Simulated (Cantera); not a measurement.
An isothermal, constant-pressure homogeneous reactor starts with CH4 : H2O = 1 : 0.86 (molar parts), at 1998 K and 500000 Pa.

Computed with Cantera and GRI-Mech 3.0 (53 species, 325 reactions).

x: mole fraction; the columns are a selection and need not sum to one.

| t (s) | x CH4 | x H2O | x C2H | x CO2 | x O |
|---|---|---|---|---|---|
| 2.00e-6 | 0.521 | 0.460 | 6.35e-10 | 9.84e-10 | (withheld) |
| 8.29e-6 | 0.444 | 0.445 | 1.40e-7 | 7.45e-7 | (withheld) |
| 3.44e-5 | 0.266 | 0.384 | 1.43e-6 | 2.96e-5 | (withheld) |
| 0.000143 | 0.121 | 0.327 | 2.39e-6 | 0.000307 | (withheld) |
| 0.000591 | 0.0460 | 0.277 | 2.61e-6 | 0.00202 | (withheld) |
| 0.00245 | 0.0265 | 0.202 | 2.00e-6 | 0.00534 | (withheld) |
| 0.0102 | 0.0175 | 0.102 | 1.07e-6 | 0.00502 | (withheld) |
| 0.0421 | 0.00993 | 0.0306 | 4.77e-7 | 0.00193 | (withheld) |
| 0.175 | 0.00655 | 0.00310 | 2.63e-7 | 0.000211 | 1.35e-10 |
| 0.724 | 0.00615 | 2.14e-5 | 2.40e-7 | 1.47e-6 | 1.08e-12 |
| 3.00 | 0.00615 | 1.90e-5 | 2.40e-7 | 1.30e-6 | <1e-12 |

Problem. What belongs in the gaps?

Solution. 
- 2.00e-6, x O: 1.66e-8
- 8.29e-6, x O: 3.77e-8
- 3.44e-5, x O: 1.79e-8
- 0.000143, x O: 9.81e-9
- 0.000591, x O: 7.55e-9
- 0.00245, x O: 5.91e-9
- 0.0102, x O: 3.47e-9
- 0.0421, x O: 1.23e-9
